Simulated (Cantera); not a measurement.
Input: 1 mol FeCl3, 1.2 mol HCl, 210 mol N2, held at 1827 °C and 13300 Pa.

These are equilibrium values from Cantera (NASA tables, ideal gas, pure condensed phases), not measurements of a reactor. Candidate condensed phases: Fe, FeCl2, FeCl3, NH4Cl; 18 gas species. Equilibrium is a limit: real reactors are often held back by kinetics, nucleation or transport.

Base state: N2 0.985, HCl 0.00547, Cl 0.00493, FeCl2 0.00464, H 5.94e-5, H2 4.85e-5, Fe 4.56e-5 (mole fractions); condensed: gas only.

### Question
What changes in the equilibrium state with this change: N2 from 210 to 2.6 mol?

### Answer
| species | before | after |
|---|---|---|
| N2 | 0.985 | 0.450 |
| HCl | 0.00547 | 0.208 |
| FeCl2 | 0.00464 | 0.172 |
| Cl | 0.00493 | 0.166 |
| FeCl3 | 7.74e-7 | 0.000965 |
| Cl2 | 2.88e-6 | 0.00325 |
